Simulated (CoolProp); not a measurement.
Saturation properties of nitrous oxide.

Model: reference Helmholtz-energy equation of state, Lemmon 2006, in CoolProp. It is a short technical equation, of lower accuracy than the large ones.

| T (K) | p (kPa) | liquid density (kg/m³) | vapour density (kg/m³) | liquid cp (kJ/(kg K)) |
|---|---|---|---|---|
| 244 | 1354 | 1034 | 35.01 | 1.910 |
| 248.8 | 1575 | 1016 | 40.80 | 1.946 |
| 253.6 | 1821 | 996.2 | 47.38 | 1.989 |
| 258.4 | 2095 | 975.9 | 54.86 | 2.040 |
| 263.1 | 2390 | 955.2 | 63.19 | 2.099 |
| 267.9 | 2722 | 932.9 | 72.90 | 2.172 |
| 272.7 | 3086 | 909.3 | 84.04 | 2.263 |
| 277.5 | 3485 | 884.2 | 96.92 | 2.380 |
| 282.2 | 3911 | 857.8 | 111.6 | 2.531 |
| 287 | 4384 | 828.3 | 129.4 | 2.747 |
| 291.8 | 4900 | 795.2 | 151.0 | 3.074 |

It boils at 184.7 K under 1 atm.
